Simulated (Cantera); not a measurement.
Adiabatic ignition

An adiabatic, constant-pressure homogeneous reactor starts with C₃H₈ : O₂ : N₂ : H₂O = 1 : 6.17 : 23.2 : 2.3 (molar parts), at 1575 K and 2.00 bar.

Computed with Cantera and GRI-Mech 3.0 (53 species, 325 reactions). GRI-Mech 3.0 was tuned for natural gas; its chemistry of propane as a main component is partial and can be far from experiment.

```
t (s)     T (K)   x C₃H₈    x O₂   x H₂O      x CO       x O    x C₂H₂    x CH₂
--------  -----  -------  ------  ------  --------  --------  --------  -------
9.00e-6    1563   0.0230   0.185  0.0723  0.000548   1.19e-5   2.87e-5  1.37e-6
2.24e-5    1651  0.00488   0.161  0.0873    0.0121  0.000139  0.000852  1.21e-5
5.55e-5    2496   <1e-12  0.0478   0.149    0.0320    0.0107    <1e-12   <1e-12
0.000138   2682   <1e-12  0.0430   0.161    0.0235   0.00585    <1e-12   <1e-12
0.000343   2702   <1e-12  0.0419   0.163    0.0223   0.00531    <1e-12   <1e-12
0.000851   2699   <1e-12  0.0407   0.163    0.0223   0.00516    <1e-12   <1e-12
0.00211    2693   <1e-12  0.0388   0.163    0.0222   0.00492    <1e-12   <1e-12
0.00525    2690   <1e-12  0.0374   0.164    0.0222   0.00475    <1e-12   <1e-12
0.0130     2689   <1e-12  0.0373   0.164    0.0222   0.00473    <1e-12   <1e-12
0.0324     2689   <1e-12  0.0373   0.164    0.0222   0.00473    <1e-12   <1e-12
0.0805     2689   <1e-12  0.0373   0.164    0.0222   0.00473    <1e-12   <1e-12
0.200      2689   <1e-12  0.0373   0.164    0.0222   0.00473    <1e-12   <1e-12
```
x: mole fraction; the columns are a selection and need not sum to one.

| Property | Value |
|---|---|
| time of steepest temperature rise | 27.7 µs |
| temperature at 0.200 s | 2689 K |
| equilibrium temperature | 2689 K |
| x(C₃H₈) at 0.200 s | <1e-12 (gas-phase equilibrium <1e-12) |
| x(O₂) at 0.200 s | 0.0373 (gas-phase equilibrium 0.0373) |
| x(H₂O) at 0.200 s | 0.164 (gas-phase equilibrium 0.164) |
